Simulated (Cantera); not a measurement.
**Ignition delay**

Mixture: CH4 : H2 : O2 : N2 : H2O = 1 : 0.23 : 1.92 : 6.73 : 0.18 (molar parts), at 0.345 atm, adiabatic and at constant pressure. Ignition delay is the time to a rise of 400 K.

Detailed kinetics in Cantera: GRI-Mech 3.0 (53 species, 325 reactions). Below about 1000 K GRI-Mech 3.0 lacks low-temperature oxidation paths. Below about 950 K walls govern HO2 and H2O2 in real vessels.

```json
[
 {"T0 (K)": "850", "delay (ms)": "2050"},
 {"T0 (K)": "950", "delay (ms)": "282"},
 {"T0 (K)": "1050", "delay (ms)": "88.4"},
 {"T0 (K)": "1150", "delay (ms)": "28.0"},
 {"T0 (K)": "1250", "delay (ms)": "9.47"},
 {"T0 (K)": "1350", "delay (ms)": "3.58"},
 {"T0 (K)": "1450", "delay (ms)": "1.56"},
 {"T0 (K)": "1550", "delay (ms)": "0.775"}
]
```

```json
{
 "apparent activation energy between 1350 and 1550 K": "130 kJ/mol"
}
```
